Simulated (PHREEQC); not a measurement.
Dissolve 140 mmol/kgw NaHCO3 and 0.03 mmol/kgw Na2B4O7 at 25 °C. Closed to the air; pH follows from the charge balance.

Computed with PHREEQC (ion-association model, phreeqc.dat).

This is a speciation only: nothing precipitates in the calculation.

Question: Order these C species by the share of C that they hold, largest first: CO2, CO3-2, HCO3-, NaHCO3, NaCO3-.

Answer: HCO3- (93 %), NaHCO3 (4.0 %), CO2 (1.7 %), CO3-2 (0.90 %), NaCO3- (0.79 %)

The pH is 7.98 and the ionic strength 0.135 mol/kgw. Species that the database lacks are ignored.
